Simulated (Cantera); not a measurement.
A Cantera script and its output.

```python
import numpy as np
import cantera as ct

gas = ct.Solution("gri30.yaml", transport_model="multicomponent")
show = ['NH3', 'CH4', 'N2']

rows = []
print(f"{'T/K':>7s}{'rho':>11s}{'cp':>10s}{'mu':>11s}{'lambda':>11s}{'Pr':>7s}" + "".join(f"{'D_' + s:>11s}" for s in show))
for T in [400, 600, 800, 1000, 1200, 1400, 1600, 1800]:
    gas.TPX = T, 2666, {'NH3': 0.57}
    Pr = gas.cp_mass * gas.viscosity / gas.thermal_conductivity
    D = [gas.mix_diff_coeffs_mole[gas.species_index(s)] for s in show]
    rows.append([gas.density, gas.cp_mass, gas.viscosity, gas.thermal_conductivity, Pr, *D])
    print(f"{T:7g}{gas.density:11.4e}{gas.cp_mass:10.1f}{gas.viscosity:11.4e}"
          f"{gas.thermal_conductivity:11.4e}{Pr:7.3f}" + "".join(f"{d:11.4e}" for d in D))
print("SI units: kg/m3, J/kg/K, Pa s, W/m/K, m2/s")
```

Output:

```
    T/K        rho        cp         mu     lambda     Pr      D_NH3      D_CH4       D_N2
    400 1.3652e-02    2269.4 1.3919e-05 4.4202e-02  0.715 2.6989e-01 1.4697e-03 1.4527e-03
    600 9.1015e-03    2662.0 2.0904e-05 7.7571e-02  0.717 5.8496e-01 3.1373e-03 3.0507e-03
    800 6.8262e-03    3009.3 2.7504e-05 1.1477e-01  0.721 9.9274e-01 5.2673e-03 5.0734e-03
   1000 5.4609e-03    3319.2 3.3637e-05 1.5412e-01  0.724 1.4809e+00 7.7997e-03 7.4689e-03
   1200 4.5508e-03    3579.5 3.9333e-05 1.9373e-01  0.727 2.0412e+00 1.0695e-02 1.0203e-02
   1400 3.9007e-03    3801.7 4.4647e-05 2.3302e-01  0.728 2.6678e+00 1.3926e-02 1.3251e-02
   1600 3.4131e-03    3989.7 4.9632e-05 2.7144e-01  0.729 3.3566e+00 1.7472e-02 1.6596e-02
   1800 3.0338e-03    4147.4 5.4336e-05 3.0863e-01  0.730 4.1043e+00 2.1317e-02 2.0223e-02
SI units: kg/m3, J/kg/K, Pa s, W/m/K, m2/s
```

Cantera simulation using GRI-Mech 3.0 (53 species, 325 reactions); the numbers are that mechanism's predictions, not measurements. Polar gases are described roughly by these parameters. The composition is frozen, though it would react at the higher temperatures.
